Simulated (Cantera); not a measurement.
A closed system holds: 1 mol (CH3)2SiCl2, 0.11 mol HCl, 40 mol H2, equilibrated at 0.00510 bar.

Cantera equilibrium calculation (NASA polynomials, part measured and part estimated; ideal gas, pure solids and liquids). Candidate condensed phases: C, C6H6, C7H8, C8H18, Si, SiC; 109 gas species. The feed counts by its element totals alone. Gases not in the tables: Si2H6 and higher silanes. Kinetics and transport are ignored.

**Question.** What share of the Si ends up in condensed phases as a function of T (K), at 1050, 1150, 1250, 1350, 1450, 1550, 1650, 1750, 1850, 1950, 2050, 2150, 2250, 2350?

**Answer.** 
```csv
T (K),Si condensed (%),as
1050,99.9,SiC(s)
1150,100.0,SiC(s)
1250,99.9,SiC(s)
1350,99.9,SiC(s)
1450,99.8,SiC(s)
1550,99.7,SiC(s)
1650,99.5,SiC(s)
1750,99.3,SiC(s)
1850,98.9,SiC(s)
1950,97.6,SiC(s)
2050,92.9,SiC(s)
2150,74.8,SiC(s)
2250,7.7,SiC(s)
2350,0.0,-
```
